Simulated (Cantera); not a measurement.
Cantera run:

```python
import numpy as np
import cantera as ct

gas_names = """
    C CH CH2 CH3 CH2OH CH3O CH4 CH3OH CO CO2 COOH C2 C2H CHCO,ketyl C2H2,acetylene C2H2,vinylidene
    CH2CO,ketene C2H3,vinyl CH3CO,acetyl C2H4 C2H4O,ethylen CH3CHO,ethanal CH3COOH (HCOOH)2 C2H5 C2H6
    CH3OCH3 C2H5OH C2O C3 C3H3,propargyl C3H4,allene C3H4,propyne C3H4,cyclo- C3H5,allyl C3H6,propylene
    C3H6,cyclo- C3H6O C3H7,n-propyl C3H7,i-propyl C3H8 C3H8O,1propanol C3H8O,2propanol C3O2 C4 C4H2
    C4H4,1,3-cyclo- C4H6,butadiene C4H6,2-butyne C4H6,cyclo- C4H8,1-butene C4H8,cis2-buten
    C4H8,tr2-butene C4H8,isobutene C4H8,cyclo- (CH3COOH)2 C4H9,n-butyl C4H9,i-butyl C4H9,s-butyl
    C4H9,t-butyl C4H10,isobutane C4H10,n-butane C5 C5H6,1,3cyclo- C5H8,cyclo- C5H10,1-pentene
    C5H10,cyclo- C5H11,pentyl C5H11,t-pentyl C5H12,n-pentane C5H12,i-pentane CH3C(CH3)2CH3 C6H2
    C6H5,phenyl C6H5O,phenoxy C6H6 C6H5OH,phenol C6H10,cyclo- C6H12,1-hexene C6H12,cyclo- C6H13,n-hexyl
    C7H7,benzyl C7H8 C7H8O,cresol C7H14,1-heptene C7H15,n-heptyl C7H16,n-heptane C8H8,styrene
    C8H10,ethylbenz C8H16,1-octene C8H17,n-octyl C8H18,isooctane C8H18,n-octane C9H19,n-nonyl
    C10H8,naphthale C10H21,n-decyl C12H9,o-bipheny C12H10,bipheny H HCO HO2 H2 HCHO,formaldehy HCOOH H2O
    H2O2 O OH O2 O3
""".split()
cond_names = """
    C(gr) C6H6(L) C7H8(L) C8H18(L),n-octa H2O(s) H2O(L)
""".split()


def load(file, names, dense=False):
    # The tables refer to 1 bar. Condensed volumes are neglected.
    table = {s.name: s for s in ct.Species.list_from_file(file)}
    out = []
    for n in names:
        d = dict(table[n].input_data)
        d["thermo"] = dict(d["thermo"], **{"reference-pressure": 1e5})
        if dense:
            d["equation-of-state"] = {"model": "constant-volume", "density": "1e6 g/cm^3"}
        out.append(ct.Species.from_dict(d))
    return out


gas = ct.Solution(thermo="ideal-gas", species=load("nasa_gas.yaml", gas_names))
cond = {s.name: ct.Solution(thermo="fixed-stoichiometry", species=[s], name=s.name)
        for s in load("nasa_condensed.yaml", cond_names, dense=True)}
atoms = {
    'C2H2': {'C': 2, 'H': 2},
    'H2O': {'H': 2, 'O': 1},
    'H2': {'H': 2},
}
top_T = {'C(gr)': 4500}  # K; cautious upper limits of use, not melting points


def equilibrate(T, P, feed):
    n = {}
    for name, mol in feed.items():
        for a, k in atoms[name].items():
            n[a] = n.get(a, 0.0) + k * mol
    gas.TPX = T, P, n
    mass = sum(n.values()) * gas.mean_molecular_weight
    gas.equilibrate("TP")
    valid = [c for c in cond.values() if c.min_temp <= T <= top_T.get(c.name, c.max_temp)]
    mix = ct.Mixture([(gas, mass / gas.mean_molecular_weight)] + [(c, 0.0) for c in valid])
    mix.T, mix.P = T, P
    mix.equilibrate("TP", solver="vcs", rtol=1e-11, max_steps=5000)
    return mix


results = []
feed = {'C2H2': 1, 'H2O': 0.99, 'H2': 27}  # mol
P = 140  # Pa
for T in [1900, 2000, 2100, 2200, 2300, 2400, 2500, 2600, 2700, 2800]:
    mix = equilibrate(T, P, feed)
    results.append((T, P, feed, dict(zip(mix.species_names, mix.species_moles))))

top = {s: max(r[3][s] / sum(r[3][g] for g in gas_names) for r in results) for s in gas_names}
cols = sorted((s for s in top if top[s] > 1e-05), key=lambda s: -top[s])[:7]
seen = [c for c in cond_names if any(r[3].get(c, 0) > 1e-12 for r in results)]
print("log10 of partial pressures in bar; condensed amounts in mol")
print(f"{'T/K':>10s}" + "".join(f"{s[:9]:>10s}" for s in cols + seen))
for T, P, feed, n in results:
    ng = sum(n[g] for g in gas_names)
    print(f"{T:10.4g}" + "".join(f"{np.log10(max(n[s] / ng * P / 1e5, 1e-99)):10.3f}" for s in cols)
          + "".join(f"{n.get(c, 0):10.4g}" for c in seen))
```

Result:

```
log10 of partial pressures in bar; condensed amounts in mol
       T/K        H2         H        CO C2H2,acet        C3         C       C2H     C(gr)
      1900    -2.878    -4.539    -4.340    -6.296   -11.685   -11.502    -9.841    0.9881
      2000    -2.888    -4.233    -4.344    -6.002   -10.557   -10.517    -9.075    0.9664
      2100    -2.905    -3.959    -4.352    -5.745    -9.540    -9.626    -8.387    0.9295
      2200    -2.935    -3.717    -4.366    -5.526    -8.617    -8.816    -7.769    0.8717
      2300    -2.982    -3.505    -4.386    -5.347    -7.777    -8.078    -7.215    0.7876
      2400    -3.054    -3.326    -4.415    -5.211    -7.008    -7.401    -6.722    0.6719
      2500    -3.159    -3.179    -4.453    -5.125    -6.304    -6.779    -6.289     0.506
      2600    -3.302    -3.067    -4.495    -5.092    -5.655    -6.205    -5.912    0.1856
      2700    -3.484    -2.987    -4.538    -5.308    -5.350    -5.772    -5.785         0
      2800    -3.697    -2.936    -4.573    -5.708    -5.302    -5.448    -5.845         0
```

Method: chemical equilibrium by Gibbs-energy minimisation in Cantera with the NASA 1993 tables (ideal gas, pure condensed phases).
